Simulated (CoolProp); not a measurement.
Water along the isobar 99.1 MPa: density (kg/m³) from the reference equation and from simpler models built on Tc = 647.1 K, pc = 22.06 MPa, ω = 0.344; each cubic takes its own stable root.

The numbers come from the reference Helmholtz-energy equation of state, Wagner 2002 in CoolProp.

```csv
T (K),phase,reference,van der Waals,Redlich-Kwong,Soave-Redlich-Kwong,Peng-Robinson
572.4,liquid,823.3,428.8,571.9,585.4,656.5
582.9,liquid,…,425.1,563.7,575.7,645.2
593.3,liquid,798.8,421.3,555.4,565.9,633.7
603.7,liquid,786.1,417.6,…,555.8,621.9
614.2,liquid,…,413.8,538.6,545.4,609.7
624.6,liquid,…,409.9,530.1,534.9,597.3
635,liquid,745.7,406.1,521.5,524.2,584.6
645.4,liquid,731.5,402.2,512.9,513.2,571.7
655.9,supercritical,716.7,398.2,504.1,502.0,558.3
666.3,supercritical,701.7,394.3,495.3,490.8,544.9
676.7,supercritical,…,390.3,486.5,479.3,531.3
687.1,supercritical,670.4,…,477.6,467.8,517.6
697.6,supercritical,654.0,382.2,468.6,456.1,503.6
708,supercritical,637.3,378.1,459.7,444.4,489.7
718.4,supercritical,620.2,374.0,450.8,432.7,475.8
728.9,supercritical,602.6,369.8,441.8,421.0,461.9
```

Problem. What belongs in the gaps?

Solution. 
- 582.9, reference: 811.2
- 603.7, Redlich-Kwong: 547.1
- 614.2, reference: 772.9
- 624.6, reference: 759.5
- 676.7, reference: 686.3
- 687.1, van der Waals: 386.3
